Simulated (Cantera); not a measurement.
Input (Python, Cantera):

```python
import numpy as np
import cantera as ct

gas = ct.Solution("h2o2.yaml")
gas.TPX = 300, 120000, {'H2': 1, 'O2': 0.294, 'N2': 1.11}
flame = ct.FreeFlame(gas, width=0.035)
flame.set_refine_criteria(ratio=3, slope=0.08, curve=0.16)
flame.transport_model = "mixture-averaged"
flame.solve(loglevel=0, auto=True)
z, T = flame.grid, flame.T
thick = (T[-1] - T[0]) / np.gradient(T, z).max()
show = ['H2', 'O2', 'H2O', 'O', 'HO2', 'H']
print(f"laminar burning velocity  {flame.velocity[0] * 100:.3f} cm/s")
print(f"burnt temperature         {T[-1]:.1f} K")
print(f"thermal thickness         {thick * 1e3:.4f} mm")
print(f"grid points               {len(z)}")
z0 = z[flame.heat_release_rate.argmax()]
print(f"{'z/mm':>9s}{'T/K':>9s}{'u/(m/s)':>9s}" + "".join(f"{s:>11s}" for s in show))
rows = []
for k in (-3, -2, -1.5, -1, -0.5, -0.25, 0, 0.25, 0.5, 1, 2, 4, 8):
    zz = z0 + k * thick
    rows.append([k * thick, np.interp(zz, z, T), np.interp(zz, z, flame.velocity),
                 *(np.interp(zz, z, flame.X[gas.species_index(s)]) for s in show)])
    print(f"{rows[-1][0] * 1e3:9.3f}{rows[-1][1]:9.1f}{rows[-1][2]:9.3f}" + "".join(f"{x:11.3e}" for x in rows[-1][3:]))
```

Output:

```
laminar burning velocity  314.623 cm/s
burnt temperature         2161.5 K
thermal thickness         0.2524 mm
grid points               122
     z/mm      T/K  u/(m/s)         H2         O2        H2O          O        HO2          H
   -0.757    300.0    3.146  4.160e-01  1.223e-01  1.713e-12  1.029e-13  2.351e-13  4.817e-18
   -0.505    300.0    3.146  4.160e-01  1.223e-01  2.409e-10  7.964e-12  3.819e-11  2.115e-15
   -0.379    300.0    3.146  4.160e-01  1.223e-01  3.875e-09  9.365e-11  6.600e-10  7.987e-14
   -0.252    300.1    3.147  4.158e-01  1.223e-01  1.884e-07  2.598e-09  3.571e-08  1.620e-11
   -0.126    315.6    3.287  4.113e-01  1.232e-01  1.870e-04  7.593e-07  4.233e-05  3.632e-07
   -0.063    555.0    5.606  3.818e-01  1.203e-01  1.474e-02  9.596e-05  4.766e-04  1.761e-03
    0.000    999.3    9.775  3.127e-01  9.757e-02  7.298e-02  1.247e-03  1.481e-04  2.052e-02
    0.063   1330.4   12.843  2.291e-01  5.219e-02  1.620e-01  3.709e-03  6.275e-05  5.014e-02
    0.126   1513.2   14.542  1.784e-01  1.846e-02  2.252e-01  3.445e-03  2.118e-05  6.685e-02
    0.252   1664.7   15.890  1.599e-01  2.617e-03  2.570e-01  1.929e-03  2.854e-06  6.612e-02
    0.505   1791.4   16.959  1.659e-01  9.332e-04  2.628e-01  1.306e-03  1.013e-06  5.216e-02
    1.010   1906.7   17.902  1.736e-01  5.322e-04  2.669e-01  7.826e-04  5.811e-07  3.762e-02
    2.020   2002.1   18.661  1.800e-01  2.575e-04  2.708e-01  3.889e-04  3.012e-07  2.520e-02
```

Model: the H2/O2 subset of GRI-Mech 3.0, which has no nitrogen chemistry, integrated in Cantera. Burning velocities carry a grid error of a few per cent, more on coarse grids.
